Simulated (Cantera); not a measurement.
**Adiabatic ignition**

An adiabatic, constant-pressure homogeneous reactor starts with 3.89 % CH₄, 14.8 % O₂, 81.3 % N₂, at 1525 K and 5.00 bar.

Cantera simulation using GRI-Mech 3.0 (53 species, 325 reactions); the numbers are that mechanism's predictions, not measurements.

```tsv
t (s)	T (K)	x CH₄	x O₂	x C₂H₂	x CO	x C₂H	x H₂O
7.00e-6	1525	0.0389	0.148	<1e-12	8.82e-10	<1e-12	8.25e-7
1.89e-5	1525	0.0389	0.148	1.13e-12	2.28e-8	<1e-12	5.07e-6
5.13e-5	1525	0.0388	0.148	1.74e-10	1.02e-6	<1e-12	4.74e-5
0.000139	1528	0.0380	0.147	5.22e-8	7.74e-5	<1e-12	0.000640
0.000376	2312	<1e-12	0.0693	<1e-12	0.00139	<1e-12	0.0751
0.00102	2320	<1e-12	0.0692	<1e-12	0.000857	<1e-12	0.0756
0.00275	2319	<1e-12	0.0690	<1e-12	0.000853	<1e-12	0.0756
0.00745	2317	<1e-12	0.0684	<1e-12	0.000845	<1e-12	0.0756
0.0202	2312	<1e-12	0.0672	<1e-12	0.000827	<1e-12	0.0757
0.0546	2305	<1e-12	0.0657	<1e-12	0.000803	<1e-12	0.0757
0.148	2302	<1e-12	0.0649	<1e-12	0.000793	<1e-12	0.0758
0.400	2302	<1e-12	0.0649	<1e-12	0.000792	<1e-12	0.0758
```
x: mole fraction; the columns are a selection and need not sum to one.

| Property | Result |
|---|---|
| time of steepest temperature rise | 0.287 ms |
| temperature at 0.400 s | 2302 K |
| equilibrium temperature | 2302 K |
| x(CH₄) at 0.400 s | <1e-12 (gas-phase equilibrium <1e-12) |
| x(O₂) at 0.400 s | 0.0649 (gas-phase equilibrium 0.0649) |
| x(C₂H₂) at 0.400 s | <1e-12 (gas-phase equilibrium <1e-12) |
